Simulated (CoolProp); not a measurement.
Vapour-liquid equilibrium of methanol (1) + water (2) at 2.01 MPa; x and y are mole fractions of (1).

The numbers come from the multi-fluid Helmholtz-energy mixture model, de Reuck 1993 and Wagner 2002; pair parameters Bell 2016 in CoolProp.

Q: Give the bubble temperature and the first vapour's composition at x = 0.2, 0.5, 0.95. Is there an azeotrope?

A: x = 0.2: 196.9 °C, y = 0.383; x = 0.5: 181.8 °C, y = 0.689; x = 0.95: 167.3 °C, y = 0.971. No azeotrope shows between x = 0.05 and 0.95.

Pair parameters are fitted to limited data, so mixtures are less certain than the pure fluids.
